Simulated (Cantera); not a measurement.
# Premixed flame

A freely propagating, adiabatic, planar premixed flame of 54.1 % H2, 9.68 % O2, 36.3 % N2, unburnt at 575 K and 760 Torr; mixture-averaged transport, grid criteria slope 0.08 and curve 0.16, no radiation.

Cantera simulation using the H2/O2 subset of GRI-Mech 3.0, which has no nitrogen chemistry; the numbers are that mechanism's predictions, not measurements. Burning velocities carry a grid error of a few per cent, more on coarse grids.

```
z (mm)  T (K)  u (m/s)   x H2      x O2       x H     x HO2    x H2O      x OH
------  -----  -------  -----  --------  --------  --------  -------  --------
-1.40     575     7.48  0.541    0.0968     <1e-8     <1e-8    <1e-8     <1e-8
-0.931    575     7.48  0.541    0.0968     <1e-8     <1e-8    <1e-8     <1e-8
-0.698    575     7.48  0.541    0.0968     <1e-8     <1e-8    <1e-8     <1e-8
-0.466    575     7.48  0.541    0.0968   1.54e-7   1.48e-6  5.26e-7     <1e-8
-0.233    612     7.91  0.536    0.0965  0.000435  0.000237  0.00184   8.41e-5
-0.116    830     10.5  0.506    0.0898   0.00850  0.000137   0.0217  0.000409
0        1184     14.6  0.424    0.0581    0.0419   5.83e-5   0.0908   0.00116
0.116    1423     17.5  0.353    0.0160    0.0718   1.54e-5    0.172   0.00171
0.233    1525     18.6  0.335   0.00288    0.0754   2.65e-6    0.199   0.00160
0.466    1620     19.7  0.339  0.000191    0.0662   1.72e-7    0.205   0.00166
0.931    1717     20.7  0.348   5.46e-5    0.0526   5.55e-8    0.207   0.00168
1.86     1811     21.7  0.357   3.34e-5    0.0388   3.60e-8    0.209   0.00153
3.72     1892     22.5  0.365   1.72e-5    0.0266   2.05e-8    0.210   0.00123
```
x: mole fraction of selected species; z is measured from the peak of heat release.

The laminar burning velocity is 748 cm/s and the thermal thickness is 0.466 mm. The peak x(H) comes out as 0.0759, the peak x(HO2) is 0.000240 and the peak x(OH) comes out as 0.00171. The grid points comes out as 130.
